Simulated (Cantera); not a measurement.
Charge: 1 mol Si2Cl6, 13 mol N2, held at 900 K and 320 Pa.

These are equilibrium values from Cantera (NASA tables, ideal gas, pure condensed phases), not measurements of a reactor. Candidate condensed phases: Si, Si3N4; 13 gas species. The feed counts by its element totals alone. N2 is the only nitrogen source here; it is nearly inert below about 1500 K, so the nitride shown seldom forms there in practice. The tables' values for SiCl3 are old estimates; treat these amounts as uncertain. The numbers say what is thermodynamically allowed, not how fast it happens.

Base state: N2 0.894, SiCl4 0.106, SiCl3 2.03e-5 (mole fractions); condensed: Si3N4(s).

Task: What changes in the equilibrium state with this change: Si2Cl6 replaced by SiHCl3?

Result: 
| species | before | after |
|---|---|---|
| N2 | 0.894 | 0.897 |
| HCl | 0 | 0.0604 |
| SiCl4 | 0.106 | 0.0379 |
| H2 | 0 | 0.00513 |
| SiCl3 | 2.03e-5 | 9.38e-6 |
| Si3N4(s), mol | 0.167 | 0.155 |
Further candidate phases: NH4Cl.

Task: What changes in the equilibrium state with this change: temperature from 900 K to 2075 K?

Result: 
| species | before | after |
|---|---|---|
| N2 | 0.894 | 0.767 |
| Cl | 2.20e-9 | 0.115 |
| SiCl2 | 1.85e-7 | 0.113 |
| SiCl4 | 0.106 | 0.000129 |
| SiCl | <1e-9 | 0.000590 |
| Si | <1e-9 | 0.000150 |
| Cl2 | <1e-9 | 4.46e-5 |
| SiCl3 | 2.03e-5 | 0.00378 |
| Si3N4(s), mol | 0.167 | 0 |
The tables' values for SiCl3, SiCl are old estimates; treat these amounts as uncertain.
